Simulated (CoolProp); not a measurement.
A simple Rankine cycle with R1336mzz(E): condensing at 328.15 K, boiler at 1.43 MPa, turbine inlet 409 K, turbine efficiency 0.8, pump efficiency 0.8, no recuperator. Each further row changes one setting.

Values from CoolProp's reference Helmholtz-energy equation of state, Akasaka 2023.

```
case                             thermal efficiency (%)  net work (kJ/kg)  heat in (kJ/kg)  turbine exit temperature (K)  volume ratio over the turbine
-------------------------------  ----------------------  ----------------  ---------------  ----------------------------  -----------------------------
as stated                                           7.2              13.6              190                         381.7                           3.08
condensing temperature 320.15 K                     8.4              16.8              200                         376.8                           3.89
boiler pressure 1 MPa                               4.9              9.65              196                         392.2                           2.06
turbine efficiency 0.7                              6.2              11.8              190                         383.7                           3.10
```
